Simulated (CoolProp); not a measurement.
Saturated liquid density (kg/m³) of R141b: the reference equation beside estimates from Tc = 204.4 °C, pc = 4212 kPa, ω = 0.220.

Computed with CoolProp (reference Helmholtz-energy equation of state, Lemmon 2006). It is a short technical equation, of lower accuracy than the large ones.

| T (°C) | reference | Soave-Redlich-Kwong | Peng-Robinson |
|---|---|---|---|
| -14.75 | 1308 | 1199 | 1351 |
| 0.35 | 1280 | 1175 | 1326 |
| 15.45 | 1252 | 1150 | 1298 |
| 30.55 | 1223 | 1123 | 1269 |
| 45.65 | 1193 | 1094 | 1237 |
| 60.75 | 1162 | 1062 | 1203 |
| 75.85 | 1129 | 1028 | 1165 |
| 90.95 | 1094 | 990.5 | 1123 |
| 106.15 | 1057 | 949.1 | 1077 |
| 121.25 | 1017 | 903.7 | 1026 |
| 136.35 | 973.9 | 852.7 | 967.5 |

Absolute difference from the reference over all 11 rows, mean and median: Soave-Redlich-Kwong 9.3 and 8.6 %, Peng-Robinson 2.8 and 3.3 %.
